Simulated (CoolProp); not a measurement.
Properties of ethylbenzene at several states.

The numbers come from the reference Helmholtz-energy equation of state, Zhou 2012 in CoolProp.

```csv
T (°C),p (kPa),phase,density (kg/m³),cv (kJ/(kg K)),Joule-Thomson coefficient (K/MPa),conductivity (mW/(m K)),fugacity coefficient
317.55,106,gas,2.320,2.130,8.119,40.1,0.9879
332.95,8370,liquid,548.2,2.279,0.5111,81.0,0.3160
19.15,11400,liquid,875.5,1.327,-0.4807,132,0.0001408
9.25,16.7,liquid,876.2,1.291,-0.4841,132,0.02926
```

Thermal conductivity comes from a separate model (Mylona 2014).
